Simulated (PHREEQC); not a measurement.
Acid rinse or clean: speciation

Make-up at 25 °C: 0.0099 mol/kgw HBr and 0.011 mol/kgw ZnSO4. Closed to the air; pH follows from the charge balance.

Computed with PHREEQC (ion-association model, phreeqc.dat).

Each row changes one thing in this solution. No solid was allowed to form.

| case | pH | ionic strength (mol/kgw) | Zn+2 (mol/kgw) | SO4-2 (mol/kgw) | ZnSO4 (mol/kgw) | HSO4- (mol/kgw) |
|---|---|---|---|---|---|---|
| as made | 2.18 | 0.0380 | 0.00813 | 0.00579 | 0.00272 | 0.00222 |
| ZnSO4 from 0.011 to 0.0055 mol/kgw | 2.13 | 0.0250 | 0.00449 | 0.00305 | 0.000978 | 0.00142 |
| 0.0024 mol/kgw MnSO4 added | 2.20 | 0.0437 | ? | 0.00703 | 0.00296 | 0.00251 |
| ZnSO4 from 0.011 to 0.0022 mol/kgw | 2.08 | 0.0164 | 0.00198 | 0.00127 | 0.000217 | 0.000705 |
| temperature from 25 to 70 °C | ? | 0.0354 | 0.00831 | 0.00436 | 0.00261 | 0.00390 |
| ZnSO4 from 0.011 to 0.055 mol/kgw | 2.35 | 0.127 | ? | 0.0231 | 0.0198 | 0.00447 |
| HBr replaced by CaBr2 at the same molality | 5.74 | 0.0558 | 0.00836 | 0.00639 | ? | 6.23e-7 |
| 0.001 mol/kgw Ca(HCO3)2 added | 2.28 | 0.0389 | 0.00810 | 0.00595 | 0.00276 | 0.00180 |
| ZnSO4 from 0.011 to 0.11 mol/kgw | 2.44 | 0.229 | 0.0574 | 0.0397 | 0.0400 | 0.00529 |

Question: Some entries are withheld; supply them.

Answer: 
- 0.0024 mol/kgw MnSO4 added, Zn+2 (mol/kgw): 0.00786
- temperature from 25 to 70 °C, pH: 2.29
- ZnSO4 from 0.011 to 0.055 mol/kgw, Zn+2 (mol/kgw): 0.0314
- HBr replaced by CaBr2 at the same molality, ZnSO4 (mol/kgw): 0.00249

Species that the database lacks are ignored. At this temperature some constants are extrapolated from 25 °C, and those without enthalpy data are left unchanged.
